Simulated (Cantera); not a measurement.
**Dilute partial oxidation**

A perfectly stirred reactor is fed with 0.209 % CH₃OH, 0.279 % O₂, 99.5 % N₂, at 1.01 bar; it is held at 1225 K, and followed from long to short residence time.

Computed with Cantera and GRI-Mech 3.0 (53 species, 325 reactions). GRI-Mech 3.0 was tuned for natural gas; its chemistry of methanol as a main component is partial and can be far from experiment.

| τ (s) | x CH₃OH | x O₂ | x C₂H₆ | x NO | x OH |
|---|---|---|---|---|---|
| 0.93 | 3.02e-7 | 2.67e-5 | 1.05e-11 | 1.28e-6 | 7.30e-6 |
| 0.41 | 5.02e-7 | 4.85e-5 | 2.10e-11 | 1.49e-6 | 1.03e-5 |
| 0.18 | 8.58e-7 | 8.84e-5 | 4.20e-11 | 1.62e-6 | 1.41e-5 |
| 0.079 | 1.52e-6 | 0.000158 | 8.56e-11 | 1.60e-6 | 1.87e-5 |
| 0.035 | 2.78e-6 | 0.000271 | 1.85e-10 | 1.43e-6 | 2.38e-5 |
| 0.015 | 5.59e-6 | 0.000456 | 4.82e-10 | 1.11e-6 | 2.89e-5 |
| 0.0067 | 1.23e-5 | 0.000724 | 1.54e-9 | 7.19e-7 | 3.17e-5 |
x: mole fraction; the columns are a selection and need not sum to one.
